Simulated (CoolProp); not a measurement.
Carbonyl sulfide along the isotherm 415.2 K: density (kg/m³) from the reference equation and from simpler models built on Tc = 378.8 K, pc = 63.69 bar, ω = 0.098; each cubic takes its own stable root.

The numbers come from the reference Helmholtz-energy equation of state, Lemmon 2006 in CoolProp. It is a short technical equation, of lower accuracy than the large ones.

| p (bar) | phase | reference | ideal gas | van der Waals | Redlich-Kwong | Peng-Robinson |
|---|---|---|---|---|---|---|
| 8.68 | gas | 15.65 | 15.11 | 15.62 | 15.67 | 15.74 |
| 17.4 | gas | 32.63 | 30.28 | 32.50 | 32.70 | 32.98 |
| 26.1 | gas | 51.08 | 45.42 | … | 51.24 | 51.89 |
| 34.7 | gas | 71.17 | 60.39 | 70.66 | 71.44 | 72.64 |
| 43.4 | gas | 93.88 | 75.53 | 93.13 | 94.25 | 96.23 |
| 52.1 | gas | 119.7 | 90.67 | 118.9 | 120.2 | 123.1 |
| 60.8 | gas | 149.8 | 105.8 | … | 150.3 | 154.4 |
| 69.5 | supercritical | … | … | 187.5 | 186.4 | 191.7 |
| 78.2 | supercritical | 230.7 | 136.1 | 239.4 | 230.9 | 236.9 |
| 86.8 | supercritical | 287.3 | 151.1 | 311.5 | 286.3 | 291.6 |
| 95.5 | supercritical | 359.1 | 166.2 | 378.9 | 351.4 | 355.8 |

Task: What belongs in the gaps?

Result: 
- 26.1, van der Waals: 50.79
- 60.8, van der Waals: 149.3
- 69.5, reference: 185.9
- 69.5, ideal gas: 120.9
